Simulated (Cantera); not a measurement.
Input: 1 mol SO2, 0.61 mol H2, held at 975 K and 75.0 Torr.

Method: chemical equilibrium by Gibbs-energy minimisation in Cantera with the NASA 1993 tables (ideal gas, pure condensed phases). Candidate condensed phases: H2O, H2SO4, S; 19 gas species. Gases not in the tables: S3 to S7. Equilibrium is a limit: real reactors are often held back by kinetics, nucleation or transport.

Base state: SO2 0.490, H2O 0.398, S2 0.0856, H2S 0.0221, S2O 0.00367, H2 0.00134, SO 3.05e-5 (mole fractions); condensed: gas only.

Question: What changes in the equilibrium state with this change: H2 from 0.61 to 0.05 mol?

Answer: 
| species | before | after |
|---|---|---|
| SO2 | 0.490 | 0.940 |
| H2O | 0.398 | 0.0477 |
| S2 | 0.0856 | 0.0109 |
| H2S | 0.0221 | 0.000409 |
| H2 | 0.00134 | 6.92e-5 |
| S2O | 0.00367 | 0.00108 |

Question: What changes in the equilibrium state with this change: 0.44 mol NH3 added?

Answer: 
```csv
species,before,after
H2O,0.398,0.535
SO2,0.490,0.198
S2,0.0856,0.104
N2,0,0.103
H2S,0.0221,0.0545
H2,0.00134,0.00297
SH,6.96e-6,1.15e-5
SO,3.05e-5,2.04e-5
```
